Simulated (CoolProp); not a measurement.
Toluene along the isotherm 329.35 °C: Z from the reference equation and from simpler models built on Tc = 318.6 °C, pc = 4.126 MPa, ω = 0.266; each cubic takes its own stable root.

The numbers come from the reference Helmholtz-energy equation of state, Lemmon 2006 in CoolProp. It is a short technical equation, of lower accuracy than the large ones.

```csv
p (MPa),phase,reference
0.258,gas,0.9781
0.516,gas,0.9556
0.774,gas,0.9324
1.03,gas,0.9088
1.29,gas,0.8839
1.55,gas,0.8582
1.81,gas,0.8315
2.06,gas,0.8046
```

### Question
How far does each simpler model (Pitzer virial, Redlich-Kwong, Peng-Robinson) lie from the reference over these 8 states: mean and median of the absolute difference, and the worst?

### Answer
- Pitzer virial: mean 1.6 %, median 1.3 %, worst +4.0 % at 329.35 °C and 2.06 MPa
- Redlich-Kwong: mean 0.8 %, median 0.8 %, worst +1.6 % at 329.35 °C and 2.06 MPa
- Peng-Robinson: mean 0.2 %, median 0.3 %, worst -0.3 % at 329.35 °C and 1.81 MPa
